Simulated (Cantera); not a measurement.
A perfectly stirred reactor is fed with CH₄ : CO : O₂ : N₂ = 1 : 0.25 : 4.34 : 16.3 (molar parts), equivalence ratio 0.49, at 500000 Pa; it is adiabatic with a 725 K inlet, and is followed from long to short residence time, starting on the burning branch (τ in s: 0.021, 0.012, 0.0064, 0.0036, 0.002, 0.0011, 0.00062, 0.00035, 0.00019, 0.00011, 6e-05).

Computed with Cantera and GRI-Mech 3.0 (53 species, 325 reactions).

Question: What does this change do: pressure from 500000 Pa to 79000 Pa?

Answer: 
| quantity | before | after |
|---|---|---|
| blow-out, bracketed by the residence times tried | burning at 0.110 ms, out at 60.0 µs | burning at 0.190 ms, out at 0.110 ms |
| x(CH₄) at τ = 21.0 ms | 1.37e-5 | 2.15e-5 |
| x(CO) at τ = 21.0 ms | 0.000300 | 0.00109 |
| x(O₂) at τ = 21.0 ms | 0.102 | 0.101 |
| x(HCO) at τ = 21.0 ms | 1.08e-8 | 7.11e-8 |
| x(OH) at τ = 21.0 ms | 0.000703 | 0.00218 |
| x(CH₄) at τ = 1.10 ms | 0.000102 | 0.000157 |
| x(CO) at τ = 1.10 ms | 0.00239 | 0.00679 |
| x(O₂) at τ = 1.10 ms | 0.103 | 0.103 |
| x(HCO) at τ = 1.10 ms | 2.19e-7 | 1.44e-6 |
| x(OH) at τ = 1.10 ms | 0.00150 | 0.00421 |
